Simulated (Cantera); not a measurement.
Cantera run, input and output.

```python
import numpy as np
import cantera as ct

gas = ct.Solution("gri30.yaml")
gas.TPX = 1150, 30000, {'CH4': 1.5, 'C2H6': 0.055, 'C3H8': 0.061, 'O2': 5.68, 'N2': 21.3}
reactor = ct.IdealGasReactor(gas, energy="on", clone=False)
net = ct.ReactorNet([reactor])
net.rtol, net.atol = 1e-08, 1e-16
show = ['CH4', 'C2H6', 'C3H8', 'CO', 'H2O2']
times = np.geomspace(7e-06, 1, 10)

steps = ct.SolutionArray(gas, extra=["t"])
rows = []
print(f"{'t/s':>10s}{'T/K':>9s}{'P/Pa':>11s}" + "".join(f"{s:>11s}" for s in show))
for t in times:
    while net.time < t:
        t_next = net.step()
        steps.append(gas.state, t=t_next)
    rows.append([np.interp(t, steps.t, y) for y in (steps.T, steps.P, *steps(*show).X.T)])
    print(f"{t:10.3e}{rows[-1][0]:9.1f}{rows[-1][1]:11.4g}" + "".join(f"{x:11.3e}" for x in rows[-1][2:]))
rate = np.gradient(steps.T, steps.t)
print("integrator steps:", len(steps.t))
if steps.T.max() > steps.T[0] + 200:
    print(f"time of steepest temperature rise: {steps.t[rate.argmax()]:.4e} s")
gas.TPX = 1150, 30000, {'CH4': 1.5, 'C2H6': 0.055, 'C3H8': 0.061, 'O2': 5.68, 'N2': 21.3}
gas.equilibrate("UV")
print(f"equilibrium (UV): T = {gas.T:.1f} K  " + "  ".join(f"{s} {gas[s].X[0]:.3e}" for s in show))
```

Output:

```
       t/s      T/K       P/Pa        CH4       C2H6       C3H8         CO       H2O2
 7.000e-06   1150.0      3e+04  5.245e-02  1.923e-03  2.133e-03  5.263e-16  9.080e-13
 2.617e-05   1150.0      3e+04  5.245e-02  1.923e-03  2.133e-03  6.803e-14  2.858e-11
 9.787e-05   1150.0      3e+04  5.245e-02  1.923e-03  2.133e-03  2.137e-12  6.032e-10
 3.659e-04   1150.0      3e+04  5.245e-02  1.923e-03  2.132e-03  5.869e-11  9.361e-09
 1.368e-03   1150.0      3e+04  5.245e-02  1.922e-03  2.130e-03  4.082e-09  1.184e-07
 5.116e-03   1150.2  3.001e+04  5.240e-02  1.919e-03  2.110e-03  7.954e-07  5.390e-07
 1.913e-02   1153.0  3.009e+04  5.202e-02  1.926e-03  1.992e-03  3.889e-05  1.194e-06
 7.153e-02   2499.4  6.625e+04  2.380e-18  7.103e-35  5.881e-51  9.011e-03  1.631e-07
 2.674e-01   2496.7  6.617e+04  2.339e-18  6.880e-35  5.615e-51  8.947e-03  1.612e-07
 1.000e+00   2496.7  6.617e+04  2.339e-18  6.880e-35  5.615e-51  8.947e-03  1.612e-07
integrator steps: 2246
time of steepest temperature rise: 4.4867e-02 s
equilibrium (UV): T = 2496.7 K  CH4 3.390e-18  C2H6 1.293e-34  C3H8 1.106e-50  CO 8.947e-03  H2O2 1.612e-07
```

Cantera simulation using GRI-Mech 3.0 (53 species, 325 reactions); the numbers are that mechanism's predictions, not measurements.
